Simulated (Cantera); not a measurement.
Input: 1 mol TiO2, 2.4 mol Al2O3, 8.6 mol O2, at 0.00133 bar.

Cantera equilibrium calculation (NASA polynomials, part measured and part estimated; ideal gas, pure solids and liquids). Candidate condensed phases: Al, Al2O3, Ti, TiO, TiO2, Ti2O3, Ti3O5, Ti4O7; 12 gas species. Mutual solubility and eutectic melting of coexisting phases are not modelled. Condensed phases not in the tables: mixed aluminates and titanates, alloys, solid solutions and most ternary compounds. Kinetics and transport are ignored.

x: gas mole fraction; n: condensed amount in mol.

| T (°C) | x O2 | x O | x TiO2 | x TiO | n Al2O3(s) | n TiO2(rutile) | n TiO2(l) |
|---|---|---|---|---|---|---|---|
| 1375 | 0.999 | 0.000693 | 6.33e-8 | <1e-12 | 2.40 | 1.000 | 0 |
| 1425 | 0.999 | ? | ? | <1e-12 | 2.40 | 1.000 | 0 |
| 1475 | 0.998 | ? | ? | ? | 2.40 | 1.000 | 0 |
| 1525 | 0.997 | 0.00326 | 2.64e-6 | 2.49e-11 | 2.40 | 1.000 | 0 |
| 1575 | 0.995 | 0.00517 | 7.98e-6 | 1.44e-10 | 2.40 | 1.000 | 0 |
| 1625 | 0.992 | 0.00800 | 2.27e-5 | 7.62e-10 | 2.40 | 1.000 | 0 |
| 1675 | 0.988 | 0.0121 | 6.11e-5 | 3.69e-9 | 2.40 | 0.999 | 0 |
| 1725 | 0.982 | 0.0179 | 0.000156 | 1.65e-8 | 2.40 | 0.999 | 0 |
| 1775 | 0.974 | 0.0259 | 0.000381 | 6.84e-8 | 2.40 | 0.997 | 0 |
| 1825 | 0.962 | 0.0368 | 0.000889 | 2.66e-7 | 2.40 | 0.992 | 0 |
| 1875 | 0.947 | 0.0514 | 0.00193 | 9.39e-7 | 2.40 | 0 | 0.983 |
| 1925 | 0.926 | 0.0704 | 0.00381 | 2.97e-6 | 2.40 | 0 | 0.966 |
| 1975 | 0.898 | 0.0946 | 0.00730 | 8.94e-6 | 2.40 | 0 | 0.934 |
| 2025 | 0.862 | 0.125 | 0.0135 | 2.57e-5 | 2.40 | 0 | 0.874 |

Question: Complete the blanks.

Answer: 
- 1425, x O: 0.00120
- 1425, x TiO2: 2.37e-7
- 1475, x O: 0.00201
- 1475, x TiO2: 8.20e-7
- 1475, x TiO: 3.88e-12
